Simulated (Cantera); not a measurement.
A closed system holds: 1 mol BN, 130 mol H2, 0.62 mol N2, equilibrated at 1748.15 K and 0.330 bar.

Method: chemical equilibrium by Gibbs-energy minimisation in Cantera with the NASA 1993 tables (ideal gas, pure condensed phases). Candidate condensed phases: B, BN; 15 gas species. Rates play no part.

Base state: H2 0.995, N2 0.00475, H 0.000397 (mole fractions); condensed: BN(s).

Q: What changes in the equilibrium state with this change: temperature from 1748.15 K to 1873.15 K?

A: 
```
species       before    after
----------  --------  -------
H2             0.995    0.994
N2           0.00475  0.00475
H           0.000397  0.00112
BH2          2.82e-6  2.13e-5
BN(s), mol     1.000    0.997
```
The tables' values for BH2 are old estimates; treat these amounts as uncertain.

Q: What changes in the equilibrium state with this change: BN replaced by AlN?

A: 
```
species        before     after
-----------  --------  --------
H2              0.995     0.995
N2            0.00475   0.00475
H            0.000397  0.000397
BN(s), mol      1.000         0
AlN(s), mol         0     0.999
```
Further candidate phases: Al, AlN.

Q: What changes in the equilibrium state with this change: temperature from 1748.15 K to 1998.15 K?

A: 
```json
[
 {"species": "H2", "before": "0.995", "after": "0.992"},
 {"species": "N2", "before": "0.00475", "after": "0.00480"},
 {"species": "H", "before": "0.000397", "after": "0.00278"},
 {"species": "BH2", "before": "2.82e-6", "after": "0.000123"},
 {"species": "BN(s), mol", "before": "1.000", "after": "0.983"}
]
```
The tables' values for BH2 are old estimates; treat these amounts as uncertain.
